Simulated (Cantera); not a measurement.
Cantera run:

```python
import numpy as np
import cantera as ct

gas_names = """
    H HO2 H2 H2O H2O2 Nb NbO NbO2 O OH O2 O3
""".split()
cond_names = """
    H2O(s) H2O(L) Nb(cr) Nb(L) NbO(s) NbO(L) NbO2(I) NbO2(II) NbO2(III) NbO2(L) Nb2O5(s) Nb2O5(L)
""".split()


# ... load() reads the species with a 1 bar reference pressure and builds the phases ...
atoms = {
    'Nb2O5': {'Nb': 2, 'O': 5},
    'H2': {'H': 2},
}
top_T = {}  # K; cautious upper limits of use, not melting points


# ... equilibrate(T, P, feed) seeds the gas with the atoms and calls Mixture.equilibrate('TP', solver="vcs", rtol=1e-11, max_steps=5000) ...
results = []
T = 973  # K
P = 150  # Pa
for m in [200, 320, 430, 550, 660, 780, 900, 1000, 1100, 1200, 1400, 1500, 1600]:
    feed = {'Nb2O5': 1, 'H2': m}  # mol
    mix = equilibrate(T, P, feed)
    results.append((T, P, feed, dict(zip(mix.species_names, mix.species_moles))))

top = {s: max(r[3][s] / sum(r[3][g] for g in gas_names) for r in results) for s in gas_names}
cols = sorted((s for s in top if top[s] > 0.001), key=lambda s: -top[s])[:5]
seen = [c for c in cond_names if any(r[3].get(c, 0) > 1e-12 for r in results)]
print("log10 of partial pressures in bar; condensed amounts in mol")
print(f"{'n(H2)':>10s}" + "".join(f"{s[:9]:>10s}" for s in cols + seen))
for T, P, feed, n in results:
    ng = sum(n[g] for g in gas_names)
    print(f"{feed['H2']:10.4g}" + "".join(f"{np.log10(max(n[s] / ng * P / 1e5, 1e-99)):10.3f}" for s in cols)
          + "".join(f"{n.get(c, 0):10.4g}" for c in seen))
```

It prints:

```
log10 of partial pressures in bar; condensed amounts in mol
     n(H2)        H2       H2O   NbO2(I)  Nb2O5(s)
       200    -2.826    -5.184     1.747    0.1264
       320    -2.825    -5.329         2         0
       430    -2.825    -5.457         2         0
       550    -2.825    -5.564         2         0
       660    -2.825    -5.643         2         0
       780    -2.824    -5.716         2         0
       900    -2.824    -5.778         2         0
      1000    -2.824    -5.824         2         0
      1100    -2.824    -5.865         2         0
      1200    -2.824    -5.903         2         0
      1400    -2.824    -5.970         2         0
      1500    -2.824    -6.000         2         0
      1600    -2.824    -6.028         2         0
```

These are equilibrium values from Cantera (NASA tables, ideal gas, pure condensed phases), not measurements of a reactor. Condensed phases not in the tables: the oxides between NbO2 and Nb2O5.
